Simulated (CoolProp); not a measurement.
Vapour-liquid equilibrium of isohexane (1) + benzene (2) at 385.5 K; x and y are mole fractions of (1).

Values from CoolProp's multi-fluid Helmholtz-energy mixture model, Lemmon 2006 and Thol 2012; pair parameters Bell 2016.

```
x     bubble pressure (kPa)  y at the bubble point  dew pressure at overall composition x (kPa)  liquid density (mol/L)
----  ---------------------  ---------------------  -------------------------------------------  ----------------------
0.05                  268.2                  0.113                                        257.1                   9.694
0.15                  299.4                  0.273                                        275.1                   9.237
0.25                  323.1                  0.388                                        294.6                   8.815
0.35                  342.1                  0.481                                        315.1                   8.426
0.45                  357.8                  0.563                                        335.8                   8.065
0.55                  371.3                  0.640                                        355.5                   7.731
0.65                  383.0                  0.716                                        372.9                   7.421
0.75                  393.2                  0.794                                        387.6                   7.132
0.85                  402.2                  0.874                                        399.6                   6.863
0.95                  410.1                  0.957                                        409.4                   6.610
```

No azeotrope shows between x = 0.05 and 0.95.

Pair parameters are fitted to limited data, so mixtures are less certain than the pure fluids.
